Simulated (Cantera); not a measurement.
MgO + HI + H₂O (chemical vapour transport)

Charge: 1 mol MgO, 1.4 mol HI, 1.3 mol H₂O, equilibrated at 1373.15 K and 1 atm.

Equilibrium computed with Cantera from the NASA thermochemical tables; the gas is ideal and each condensed phase is pure. Candidate condensed phases: H₂O, I₂, Mg, MgI₂, MgO, Mg(OH)₂; 20 gas species. Kinetics and transport are ignored.

- x(H₂O) = 0.450
- x(HI) = 0.272
- x(I) = 0.134
- x(H₂) = 0.105
- x(I₂) = 0.0381
- x(MgI₂) = 0.000589
- x(H) = 1.08e-6
- n(MgO(s)) = 0.998 mol
- gas amount = 2.894 mol
- log10 activity of I₂(l) (absent) = -3.66
- log10 activity of MgI₂(l) (absent) = -3.76
- log10 activity of Mg(l) (absent) = -11.22
